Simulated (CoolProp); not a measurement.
A single-stage vapour-compression cycle with the fluid: evaporating at 260.15 K (dew point), condensing at 289.15 K (bubble point), superheat 8 K, subcooling 8 K, compressor efficiency 0.85, no pressure losses. The same conditions are run with several fluids, on thermodynamics alone (safety and materials aside).

Model: reference Helmholtz-energy equation of state of each fluid (sulfur dioxide: Gao 2016; R1336mzz(E): Akasaka 2023; R11: Jacobsen 1992; R22: Kamei 1995; isobutane: Bücker 2006; R1336mzz(Z): McLinden 2020), in CoolProp.

```csv
fluid,cooling COP,pressure ratio,discharge temperature (K),refrigerating effect (kJ/kg),volumetric capacity (kJ/m³)
sulfur dioxide,6.91,3.24,354.6,369,959
R1336mzz(E),7.21,3.49,295.8,145,435
R11,7.28,3.43,313.2,181,251
R22,7.00,2.55,318.4,196,2600
isobutane,7.22,2.77,300.2,331,863
R1336mzz(Z),7.28,4.02,297.9,167,157
```
